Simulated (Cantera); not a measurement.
A perfectly stirred reactor is fed with NO : N2 = 1 : 6.4 (molar parts), at 750 Torr; it is held at 1800 K, and followed from long to short residence time.

Detailed kinetics in Cantera: GRI-Mech 3.0 (53 species, 325 reactions).

Q: What does this change do: pressure from 750 Torr to 1130 Torr?

A: 
| quantity | before | after |
|---|---|---|
| x(NO) at τ = 18.0 s | 0.0687 | 0.0599 |
| x(N2O) at τ = 18.0 s | 2.07e-6 | 1.67e-6 |
| x(N2) at τ = 18.0 s | 0.898 | 0.902 |
| x(O) at τ = 18.0 s | 2.26e-5 | 1.96e-5 |
| x(NO2) at τ = 18.0 s | 6.90e-5 | 7.83e-5 |
| x(NO) at τ = 49.0 ms | 0.135 | 0.134 |
| x(N2O) at τ = 49.0 ms | 7.45e-6 | 7.69e-6 |
| x(N2) at τ = 49.0 ms | 0.865 | 0.865 |
| x(O) at τ = 49.0 ms | 5.17e-6 | 4.36e-6 |
| x(NO2) at τ = 49.0 ms | 2.95e-5 | 3.77e-5 |

Q: What does this change do: temperature 1800 to 1425 K?

A: 
| quantity | before | after |
|---|---|---|
| x(NO) at τ = 18.0 s | 0.0687 | 0.133 |
| x(N2O) at τ = 18.0 s | 2.07e-6 | 5.56e-6 |
| x(N2) at τ = 18.0 s | 0.898 | 0.866 |
| x(O) at τ = 18.0 s | 2.26e-5 | 5.65e-8 |
| x(NO2) at τ = 18.0 s | 6.90e-5 | 7.74e-5 |
| x(NO) at τ = 49.0 ms | 0.135 | 0.135 |
| x(N2O) at τ = 49.0 ms | 7.45e-6 | 1.96e-6 |
| x(N2) at τ = 49.0 ms | 0.865 | 0.865 |
| x(O) at τ = 49.0 ms | 5.17e-6 | 4.93e-9 |
| x(NO2) at τ = 49.0 ms | 2.95e-5 | 3.90e-6 |

Q: What does this change do: 0.053 parts H2O added?

A: 
```csv
quantity,before,after
x(NO) at τ = 18.0 s,0.0687,0.0679
x(N2O) at τ = 18.0 s,2.07e-6,1.93e-6
x(N2) at τ = 18.0 s,0.898,0.892
x(O) at τ = 18.0 s,2.26e-5,2.25e-5
x(NO2) at τ = 18.0 s,6.90e-5,6.78e-5
x(NO) at τ = 49.0 ms,0.135,0.134
x(N2O) at τ = 49.0 ms,7.45e-6,6.87e-6
x(N2) at τ = 49.0 ms,0.865,0.859
x(O) at τ = 49.0 ms,5.17e-6,2.71e-6
x(NO2) at τ = 49.0 ms,2.95e-5,1.50e-5
```
